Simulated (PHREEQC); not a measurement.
PHREEQC input (ion-association model, wateq4f.dat):

```
SOLUTION 1
  temp 25
  units mol/kgw
  pH 7 charge
  Na 0.0043
END
SELECTED_OUTPUT 1
  -reset false
  -pH true
  -pe true
  -ionic_strength true
  -water true
  -totals Na S Zn S(-2) S(6)
  -molalities H+ Na+ SO4-2 Zn+2 NaSO4- HSO4- H2S HS- S-2 O2
    OH- ZnOH+ Zn(OH)2 Zn(OH)3- Zn(OH)4-2 Zn(HS)2 Zn(HS)3- ZnSO4 Zn(SO4)2-2
  -equilibrium_phases Zn(OH)2-e ZnS(a)
PRINT
  -reset false
USE solution 1
REACTION 1
  NaHS 1
  0 0.00833 0.0167 0.025 0.0333 0.0417 0.05 0.0583 0.0667 0.075 0.0833 0.0917 0.1 moles
EQUILIBRIUM_PHASES 1
  Zn(OH)2-e 0 0.5
  ZnS(a) 0 0
END
```

Selected output (columns that matter, 13 of 13 rows; NaHS added (mol) added in front):

```
NaHS added (mol)	pH	mu	Na	S	Zn	m_H+	m_Na+	m_HS-	m_S-2	m_OH-	m_Zn(OH)3-	m_Zn(OH)4-2	Zn(OH)2-e	ZnS(a)
0	11.601	0.0043004	0.0043	0	9.7953e-06	2.6711e-12	0.0043	0	0	0.0042938	5.3951e-06	4.2214e-07	0.49999	0
0.00833	12.05	0.012632	0.012628	5.214e-09	2.3732e-05	9.8526e-13	0.012628	3.5307e-09	6.6395e-10	0.012604	1.5808e-05	3.9534e-06	0.49165	0.00833
0.0167	12.258	0.021005	0.020994	9.0486e-09	4.1657e-05	6.2258e-13	0.020994	5.8653e-09	1.92e-09	0.020944	2.6217e-05	1.1478e-05	0.48326	0.0167
0.025	12.392	0.02931	0.029287	1.3492e-08	6.3574e-05	4.6294e-13	0.029287	8.176e-09	3.8605e-09	0.029204	3.6483e-05	2.3137e-05	0.47494	0.025
0.0333	12.493	0.037617	0.037577	1.8622e-08	8.9778e-05	3.717e-13	0.037577	1.0482e-08	6.5214e-09	0.037452	4.669e-05	3.9141e-05	0.46661	0.0333
0.0417	12.573	0.046025	0.045965	2.4545e-08	0.00012077	3.1171e-13	0.045965	1.2812e-08	9.9695e-09	0.045789	5.696e-05	5.9873e-05	0.45818	0.0417
0.05	12.639	0.054336	0.054251	3.1141e-08	0.00015589	2.6996e-13	0.054251	1.5109e-08	1.414e-08	0.054014	6.7047e-05	8.4909e-05	0.44984	0.05
0.0583	12.695	0.062649	0.062534	3.8495e-08	0.00019551	2.3881e-13	0.062534	1.7402e-08	1.9083e-08	0.062228	7.7073e-05	0.00011451	0.4415	0.0583
0.0667	12.745	0.071064	0.070915	4.6722e-08	0.0002402	2.1437e-13	0.070915	1.9718e-08	2.4883e-08	0.070529	8.7158e-05	0.00014913	0.43306	0.0667
0.075	12.788	0.079381	0.079193	5.5637e-08	0.00028891	1.9505e-13	0.079193	2.2001e-08	3.1413e-08	0.07872	9.706e-05	0.00018794	0.42471	0.075
0.0833	12.827	0.0877	0.087469	6.5343e-08	0.00034211	1.7921e-13	0.087469	2.428e-08	3.8743e-08	0.086899	0.0001069	0.00023131	0.41636	0.0833
0.0917	12.863	0.096121	0.095842	7.5979e-08	0.0004005	1.6583e-13	0.095842	2.6582e-08	4.6986e-08	0.095165	0.0001168	0.0002798	0.4079	0.0917
0.1	12.895	0.10444	0.10411	8.7298e-08	0.00046264	1.546e-13	0.10411	2.8852e-08	5.5948e-08	0.10332	0.00012651	0.00033224	0.39954	0.1
```

Species that the database lacks are ignored. The polysulfide entries of wateq4f.dat were taken out for this run. The database's pK near 12.9 for HS-/S-2 is now thought far too low, so its S-2 is overstated.
